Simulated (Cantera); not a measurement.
Charge: 1 mol Si, 0.053 mol O₂, 540 mol H₂, 0.017 mol H₂O, at 0.940 Pa.

Equilibrium computed with Cantera from the NASA thermochemical tables; the gas is ideal and each condensed phase is pure. Candidate condensed phases: H₂O, Si, SiO₂; 18 gas species. Kinetics and transport are ignored. All values below are at 2075 K.

Base state: H 0.569, H₂ 0.429, Si 0.00116, SiO 0.000163 (mole fractions); condensed: gas only.

**Question.** What changes in the equilibrium state with this change: pressure from 0.940 Pa to 13.3 mbar?

**Answer.** 
```tsv
species	before	after
H₂	0.429	0.975
H	0.569	0.0228
Si	0.00116	0.00147
SiH₂	7.35e-9	3.00e-5
SiH	1.33e-6	9.59e-5
SiO	0.000163	0.000225
```
Gases not in the tables: Si₂H₆ and higher silanes.
